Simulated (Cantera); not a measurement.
A closed system holds: 1 mol HMDSO, 3.9 mol O3, held at 19.0 mbar.

Method: chemical equilibrium by Gibbs-energy minimisation in Cantera with the NASA 1993 tables (ideal gas, pure condensed phases). Candidate condensed phases: C, C6H6, C7H8, C8H18, H2O, Si, SiC, SiO2; 123 gas species. The feed counts by its element totals alone. Equilibrium is a limit: real reactors are often held back by kinetics, nucleation or transport.

Q: At 625 K, list the 4 most abundant gas species with their mole fractions, and the condensed phases.

A: H2O 0.369, H2 0.310, CO2 0.224, CH4 0.0881. Condensed: C(graphite) + SiO2(α-quartz).
